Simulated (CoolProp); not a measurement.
CF4 (R14) along the isobar 3940 kPa: density (kg/m³) from the reference equation and from simpler models built on Tc = 227.4 K, pc = 3762 kPa, ω = 0.178; each cubic takes its own stable root.

Model: reference Helmholtz-energy equation of state, Platzer 1990, in CoolProp. This equation is an older, rougher fit; its heat capacities, sound speeds and derivatives of the liquid may be far off and weren't checked against measurements.

| T (K) | phase | reference |
|---|---|---|
| 185.2 | liquid | 1389 |
| 205.5 | liquid | 1234 |
| 225.8 | liquid | 931.9 |
| 246 | supercritical | 257.7 |
| 266.3 | supercritical | 204.1 |
| 286.6 | supercritical | 175.2 |
| 306.8 | supercritical | 155.7 |
| 327.1 | supercritical | 141.0 |
| 347.4 | supercritical | 129.4 |
| 367.7 | supercritical | 119.9 |

### Question
How far does each simpler model (van der Waals, Peng-Robinson) lie from the reference over these 10 states: mean and median of the absolute difference, and the worst?

### Answer
- van der Waals: mean 12.0 %, median 3.7 %, worst -32.7 % at 185.2 K and 3940 kPa
- Peng-Robinson: mean 3.5 %, median 2.5 %, worst +8.7 % at 185.2 K and 3940 kPa
